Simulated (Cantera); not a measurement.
Source: NASA polynomial tables (part measured, part estimated), evaluated in Cantera. Values are per mole of reaction as written; species without (g) are pure solids or liquids, kept so even where they would boil at 1 bar.

Between 798 and 1098 K, where is each reaction favourable under standard conditions?
- 2 V2O3 + H2O2(g) = H2(g) + 4 VO2(g)


- 2 V2O3 + H2O2(g) = H2(g) + 4 VO2(g): ΔG° is 1054 kJ at 798 K and 849 kJ at 1098 K; it stays positive (K < 1). ΔH° is 1585 kJ and ΔS° 671 J/K at 1098 K.
